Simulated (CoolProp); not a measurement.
Saturated liquid density (kg/m³) of R114: the reference equation beside estimates from Tc = 147.5 °C, pc = 3.352 MPa, ω = 0.252. Rackett uses Z = 0.29056 − 0.08775 ω.

Values from CoolProp's reference Helmholtz-energy equation of state, Platzer 1990. This equation is an older, rougher fit; its heat capacities, sound speeds and derivatives of the liquid may be far off and weren't checked against measurements.

```
T (°C)  reference  Rackett  Redlich-Kwong  Soave-Redlich-Kwong
------  ---------  -------  -------------  -------------------
60.55        1337     1411           1205                 1264
63.85        1325     1398           1191                  ___
67.05        1313     1386           1177                 1235
70.35        1300     1372           1162                 1220
73.65        1287     1358           1147                 1204
76.85        1274     1345           1131                 1189
80.15        1261     1330           1115                 1173
83.35        1247     1316           1100                  ___
86.65        1233     1301           1083                 1139
89.95         ___     1286           1065                 1121
93.15        1204     1270           1048                 1103
96.45        1188     1254           1030                 1083
99.65        1172     1237           1011                 1064
102.95       1155     1220            ___                 1043
106.25       1137     1202          971.6                 1022
```

Complete the blanks.


- 63.85, Soave-Redlich-Kwong: 1249
- 83.35, Soave-Redlich-Kwong: 1156
- 89.95, reference: 1218
- 102.95, Redlich-Kwong: 991.9

Absolute difference from the reference over all 15 rows, mean and median: Rackett 5.6 and 5.5 %, Redlich-Kwong 12.0 and 11.8 %, Soave-Redlich-Kwong 7.5 and 7.3 %.
